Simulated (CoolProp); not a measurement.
A single-stage vapour-compression cycle with R11: evaporating at 308.15 K (dew point), condensing at 351.15 K (bubble point), superheat 5 K, subcooling 5 K, compressor efficiency 0.9, no pressure losses. Each further row changes one setting.

The numbers come from the reference Helmholtz-energy equation of state, Jacobsen 1992 in CoolProp.

```
case                              cooling COP  pressure ratio  discharge temperature (K)  refrigerating effect (kJ/kg)  volumetric capacity (kJ/m³)
--------------------------------  -----------  --------------  -------------------------  ----------------------------  ---------------------------
as stated                          (withheld)            3.35                      361.9                           145                         1190
evaporating temperature 313.15 K         6.70            2.86                 (withheld)                           148                   (withheld)
condensing temperature 346.15 K    (withheld)            2.96                      356.6                           150                         1230
subcooling 10 K                          5.92            3.35                      361.9                           150                         1230
superheat 15 K                     (withheld)            3.35                 (withheld)                    (withheld)                         1200
compressor efficiency 0.8                5.10            3.35                      366.6                           145                         1190
```

Question: Complete the blanks.

Answer: 
- as stated, cooling COP: 5.73
- evaporating temperature 313.15 K, discharge temperature (K): 360.9
- evaporating temperature 313.15 K, volumetric capacity (kJ/m³): 1410
- condensing temperature 346.15 K, cooling COP: 6.62
- superheat 15 K, cooling COP: 5.76
- superheat 15 K, discharge temperature (K): 372.5
- superheat 15 K, refrigerating effect (kJ/kg): 152
